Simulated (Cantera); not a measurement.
Input: 1 mol Si, 1.9 mol N₂O, 4.1 mol H₂, at 1377 °C and 0.0120 bar.

Method: chemical equilibrium by Gibbs-energy minimisation in Cantera with the NASA 1993 tables (ideal gas, pure condensed phases). Candidate condensed phases: H₂O, Si, SiO₂, Si₂N₂O, Si₃N₄; 35 gas species. The tables hold silica as quartz up to 1696 K and as liquid above; real silica turns to tridymite and cristobalite and melts near 1996 K. Kinetics and transport are ignored.

Base state: H₂ 0.671, N₂ 0.311, SiO 0.0167, H 0.000679, H₂O 0.000293 (mole fractions); condensed: SiO₂(β-quartz).

Problem. What changes in the equilibrium state with this change: Si replaced by Si₃N₄?

Solution. 
```
species                before     after
-------------------  --------  --------
H₂                      0.671     0.582
N₂                      0.311     0.374
SiO                    0.0167    0.0430
H₂O                  0.000293   9.86e-5
H                    0.000679  0.000633
SiO₂(β-quartz), mol     0.898     0.165
Si₂N₂O(s), mol              0      1.27
```
Mutual solubility and eutectic melting of coexisting phases are not modelled.

Problem. What changes in the equilibrium state with this change: N₂O from 1.9 to 0.093 mol?

Solution. 
```csv
species,before,after
H₂,0.671,0.978
N₂,0.311,0.0106
SiO,0.0167,0.0106
H₂O,0.000293,2.88e-7
Si,2.36e-8,2.23e-5
H,0.000679,0.000820
"SiO₂(β-quartz), mol",0.898,0
"Si(s), mol",0,0.858
"Si₂N₂O(s), mol",0,0.0484
```
Mutual solubility and eutectic melting of coexisting phases are not modelled.

Problem. What changes in the equilibrium state with this change: temperature from 1377 °C to 802 °C?

Solution. 
```
species                before    after
-------------------  --------  -------
H₂                      0.671    0.687
N₂                      0.311    0.313
H₂O                  0.000293  2.27e-5
SiO                    0.0167    <1e-9
H                    0.000679  1.11e-7
SiO₂(β-quartz), mol     0.898    0.933
Si₂N₂O(s), mol              0   0.0334
```
Mutual solubility and eutectic melting of coexisting phases are not modelled.
